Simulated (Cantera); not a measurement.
Cantera run, input and output.

```python
import numpy as np
import cantera as ct

gas = ct.Solution("h2o2.yaml")
gas.TPX = 1400, 300000, {'H2': 1, 'O2': 1.16, 'N2': 4.37}
reactor = ct.IdealGasConstPressureReactor(gas, energy="on", clone=False)
net = ct.ReactorNet([reactor])
net.rtol, net.atol = 1e-08, 1e-16
show = ['H2', 'O2', 'H2O', 'H2O2', 'HO2', 'OH']
times = np.geomspace(3e-06, 0.6, 11)

steps = ct.SolutionArray(gas, extra=["t"])
rows = []
print(f"{'t/s':>10s}{'T/K':>9s}{'P/Pa':>11s}" + "".join(f"{s:>11s}" for s in show))
for t in times:
    while net.time < t:
        t_next = net.step()
        steps.append(gas.state, t=t_next)
    rows.append([np.interp(t, steps.t, y) for y in (steps.T, steps.P, *steps(*show).X.T)])
    print(f"{t:10.3e}{rows[-1][0]:9.1f}{rows[-1][1]:11.4g}" + "".join(f"{x:11.3e}" for x in rows[-1][2:]))
rate = np.gradient(steps.T, steps.t)
print("integrator steps:", len(steps.t))
if steps.T.max() > steps.T[0] + 200:
    print(f"time of steepest temperature rise: {steps.t[rate.argmax()]:.4e} s")
gas.TPX = 1400, 300000, {'H2': 1, 'O2': 1.16, 'N2': 4.37}
gas.equilibrate("HP")
print(f"equilibrium (HP): T = {gas.T:.1f} K  " + "  ".join(f"{s} {gas[s].X[0]:.3e}" for s in show))
```

Output:

```
       t/s      T/K       P/Pa         H2         O2        H2O       H2O2        HO2         OH
 3.000e-06   1400.0      3e+05  1.531e-01  1.776e-01  3.147e-05  3.060e-08  4.550e-06  4.711e-06
 1.017e-05   2006.2      3e+05  1.209e-02  1.005e-01  1.295e-01  1.271e-06  5.726e-05  1.943e-02
 3.446e-05   2366.9      3e+05  2.632e-03  1.048e-01  1.548e-01  4.582e-07  1.257e-05  1.306e-02
 1.168e-04   2417.3      3e+05  1.127e-03  1.065e-01  1.594e-01  5.273e-07  1.143e-05  9.029e-03
 3.959e-04   2417.6      3e+05  1.117e-03  1.065e-01  1.594e-01  5.289e-07  1.144e-05  8.995e-03
 1.342e-03   2417.6      3e+05  1.117e-03  1.065e-01  1.594e-01  5.289e-07  1.144e-05  8.995e-03
 4.547e-03   2417.6      3e+05  1.117e-03  1.065e-01  1.594e-01  5.289e-07  1.144e-05  8.995e-03
 1.541e-02   2417.6      3e+05  1.117e-03  1.065e-01  1.594e-01  5.289e-07  1.144e-05  8.995e-03
 5.223e-02   2417.6      3e+05  1.117e-03  1.065e-01  1.594e-01  5.289e-07  1.144e-05  8.995e-03
 1.770e-01   2417.6      3e+05  1.117e-03  1.065e-01  1.594e-01  5.289e-07  1.144e-05  8.995e-03
 6.000e-01   2417.6      3e+05  1.117e-03  1.065e-01  1.594e-01  5.289e-07  1.144e-05  8.995e-03
integrator steps: 1142
time of steepest temperature rise: 7.0958e-06 s
equilibrium (HP): T = 2417.6 K  H2 1.117e-03  O2 1.065e-01  H2O 1.594e-01  H2O2 5.289e-07  HO2 1.144e-05  OH 8.995e-03
```

Computed with Cantera and the H2/O2 subset of GRI-Mech 3.0, which has no nitrogen chemistry. The hydrogen kinetics of GRI-Mech 3.0 are dated; newer H2 mechanisms differ, most at raised pressure.
